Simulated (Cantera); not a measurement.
# Halide evaporation, hydrolysis and transport: CuF₂ + O₂ + H₂

Feed: 1 mol CuF₂, 0.3 mol O₂, 1.1 mol H₂, held at 15.0 Torr.

These are equilibrium values from Cantera (NASA tables, ideal gas, pure condensed phases), not measurements of a reactor. Candidate condensed phases: Cu, CuF₂, CuO, Cu(OH)₂, Cu₂O, H₂O; 27 gas species. Each liquid is taken as pure. Mutual solubility and eutectic melting of coexisting phases are not modelled. Equilibrium is a limit: real reactors are often held back by kinetics, nucleation or transport.

```
T (K)  log p HF  log p Cu  log p CuF  log p H₂O  log p O₂  log p OH  n Cu₂O(s)   n Cu(s)  n Cu(l)  n Cu₂O(l)
-----  --------  --------  ---------  ---------  --------  --------  ---------  --------  -------  ---------
1023      -1.72    -10.61      -6.70      -3.02     -8.83     -9.80      0.500         0        0          0
1123      -1.72     -8.90      -5.72      -3.02     -8.06     -8.86      0.500         0        0          0
1223      -1.72     -7.64      -4.91      -3.02     -6.80     -7.93      0.499         0        0          0
1323      -1.72     -6.57      -4.23      -3.01     -5.73     -7.13      0.496  0.000774        0          0
1423      -1.73     -5.68      -3.67      -2.98     -4.72     -6.41      0.485         0  0.00795          0
1523      -1.74     -4.92      -3.22      -2.91     -3.82     -5.76          0         0   0.0642      0.435
1623      -1.78     -4.26      -2.92      -2.83     -3.29     -5.24          0         0    0.221      0.320
1723      -1.84     -3.67      -2.70      -2.74     -2.84     -4.78          0         0    0.683     0.0254
1823      -1.88     -3.15      -2.59      -2.69     -2.87     -4.50          0         0    0.589          0
1923      -1.93     -2.69      -2.53      -2.66     -2.97     -4.26          0         0    0.312          0
2023      -1.98     -2.42      -2.57      -2.71     -3.03     -4.08          0         0        0          0
```
log p: log10 of the partial pressure in bar; n: condensed amount in mol.

From 1023 K to 1223 K the condensed part is Cu₂O(s). At 1323 K the condensed part is Cu(s) + Cu₂O(s). At 1423 K the condensed part is Cu(l) + Cu₂O(s). From 1523 K to 1723 K the condensed part is Cu(l) + Cu₂O(l). From 1823 K to 1923 K the condensed part is Cu(l). At 2023 K nothing is condensed. The main Cu-bearing gas is CuF at 1023 K and Cu at 2023 K.
